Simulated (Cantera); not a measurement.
**Catalytic combustion on Pt**

An isothermal plug-flow reactor at 1198 K and 1.00 atm (inlet), inlet velocity 4.3 m/s, active area per volume 2400 1/m; feed 0.814 % CH₄, 13.9 % O₂, 84.6 % N₂, 0.664 % H₂O, equivalence ratio 0.12.

Computed with Cantera and Deutschmann's 1995 Pt surface mechanism with GRI-Mech 3.0 gas chemistry. Catalytic surfaces can have several steady states; this one follows from the mechanism file's or the stated starting coverage. Mass transfer to the wall is taken as infinitely fast.

```tsv
z (m)	x CH₄	x O₂	x H₂O	x CO₂	x CO	θ free Pt	θ O*	θ OH*
0.00015	0.00789	0.139	0.00714	0.000240	9.65e-6	0.395	0.604	0.00106
0.00027	0.00769	0.138	0.00753	0.000435	9.53e-6	0.395	0.604	0.00109
0.00048	0.00735	0.138	0.00819	0.000764	9.13e-6	0.395	0.604	0.00113
0.00086	0.00678	0.137	0.00932	0.00133	8.44e-6	0.396	0.603	0.00120
0.0015	0.00592	0.135	0.0110	0.00218	7.39e-6	0.396	0.603	0.00131
0.0027	0.00457	0.132	0.0137	0.00350	5.75e-6	0.397	0.601	0.00145
0.0048	0.00290	0.129	0.0170	0.00513	3.70e-6	0.398	0.600	0.00161
0.0086	0.00126	0.126	0.0202	0.00674	1.68e-6	0.399	0.599	0.00176
0.015	0.000305	0.124	0.0221	0.00769	4.91e-7	0.400	0.598	0.00184
```
x: gas mole fraction; θ: surface coverage.
